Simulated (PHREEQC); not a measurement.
Alkaline etch or developer: an equilibrium model

A solution holds 0.24 mol/kgw TMAH and 0.017 mol/kgw K3PO4, at 25 °C. Closed to the air; pH follows from the charge balance.

Computed with PHREEQC (ion-association model, wateq4f.dat).

Precipitation was switched off in this run.

Task: Predict the pH, ionic strength, activity of water.

Result: pH 13.21; ionic strength 0.341 mol/kgw; activity of water 0.991.

Task: In which forms is P present?

Result: PO4-3 98 %, HPO4-2 2.3 % of the P.

(CH3)4N+ isn't in the database: it is added as a free cation with an ion size of 4 Å. H3PO4, which wateq4f.dat lacks, is added to it with the constant of phreeqc.dat.
